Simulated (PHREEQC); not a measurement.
Make-up at 85 °C: 0.025 mol NaHCO3 per kg of water. Closed to the air; pH follows from the charge balance.

All values are PHREEQC results (ion-association model, wateq4f.dat), not measurements.

Q: The ionic strength comes out as 0.0244 mol/kgw. What activity coefficients do NaCO3-, OH-, CO3-2, HCO3-, Na+ get?

A: NaCO3- 0.85, OH- 0.84, CO3-2 0.52, HCO3- 0.85, Na+ 0.85.

No solid was allowed to form. Species that the database lacks are ignored. At this temperature some constants are extrapolated from 25 °C, and those without enthalpy data are left unchanged.
